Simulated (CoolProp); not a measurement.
Computed with CoolProp (reference Helmholtz-energy equation of state, Schroeder 2014).

Question: For ethanol, give the phase and the viscosity (µPa s), conductivity (mW/(m K)) at 577.7 K and 0.0476 MPa; 577.7 K and 0.136 MPa.

Answer: 
- 577.7 K and 0.0476 MPa: gas; viscosity 16.9, conductivity 47.9
- 577.7 K and 0.136 MPa: gas; viscosity 16.9, conductivity 48.1

Viscosity comes from a separate model (Kiselev 2005). Thermal conductivity comes from a separate model (Assael 2013).
